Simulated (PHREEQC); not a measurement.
Brackish or sea water: an equilibrium model

Model water analysis in mmol/kgw, 25 °C, pH 7.2, pe 9.5: Na 201; K 2.07; Ca 1.39; Mg 5.83; Cl 208; S(6) 4.41; Alkalinity (meq/kgw) 0.0138; F 0.3; Ni 0.0319.

Valence states are taken as typed.

Computed with PHREEQC (ion-association model, wateq4f.dat).

Each row changes one thing in this solution. No solid was allowed to form.

```csv
case,SO4-2 (mol/kgw),NaSO4- (mol/kgw),MgSO4 (mol/kgw),CaSO4 (mol/kgw),MgF+ (mol/kgw),Ni+2 (mol/kgw),SI of Fluorite (CaF2),SI of Ni(OH)2 (Ni(OH)2)
as made,0.00311,0.000870,0.000352,6.77e-5,2.97e-5,2.51e-5,-0.29,-1.53
pH from 7.2 to 7.7 at the same alkalinity,0.00311,0.000870,0.000352,6.77e-5,2.97e-5,2.46e-5,-0.29,?
Alkalinity from 0.0138 to 0.0414 mmol/kgw,0.00311,0.000870,0.000352,6.77e-5,2.97e-5,2.45e-5,-0.29,?
```

Complete the blanks.


- pH from 7.2 to 7.7 at the same alkalinity, SI of Ni(OH)2 (Ni(OH)2): -0.53
- Alkalinity from 0.0138 to 0.0414 mmol/kgw, SI of Ni(OH)2 (Ni(OH)2): -1.54
